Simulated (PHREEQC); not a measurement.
## Buffer

Dissolve 0.0111 mol NaH2PO4 and 0.0028 mol Na2B4O7 per kg of water at 25 °C. Closed to the air; pH follows from the charge balance.

Equilibrium calculation in PHREEQC: ion-association model, phreeqc.dat.

Precipitation was switched off in this run.

Question: Estimate the pH, specific conductance, ionic strength.

Answer: pH 7.01; specific conductance 1370 µS/cm; ionic strength 0.0220 mol/kgw.

Question: In which forms is P present?

Answer: H2PO4- 50 %, HPO4-2 49 %, NaHPO4- 0.9 % of the P.
